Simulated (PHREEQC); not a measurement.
Model water analysis in mmol/kgw, 20 °C, pH 6.5, pe 1.3:

```
constituent           mmol/kgw
--------------------  --------
Na                         108
K                        0.635
Ca                        1.38
Mg                        14.6
Cl                         142
S(6)                     0.311
Alkalinity (meq/kgw)     0.203
F                       0.0228
Zn                       0.204
B                       0.0244
```

Valence states are taken as typed.

The numbers come from PHREEQC with the ion-association model, phreeqc.dat.

Precipitation was switched off in this run.

### Question
Order these F species by the share of F that they hold, largest first: MgF+, NaF, F-.

### Answer
F- (74 %), MgF+ (23 %), NaF (2.5 %)

### Question
Order these S species by the share of S that they hold, largest first: MgSO4, CaSO4, SO4-2, ZnSO4, NaSO4-.

### Answer
SO4-2 (65 %), MgSO4 (22 %), NaSO4- (11 %), CaSO4 (1.6 %), ZnSO4 (0.27 %)

The pH is 6.50 and the ionic strength 0.158 mol/kgw. Species that the database lacks are ignored. Real BF4- forms and hydrolyses slowly; the run takes it at equilibrium.
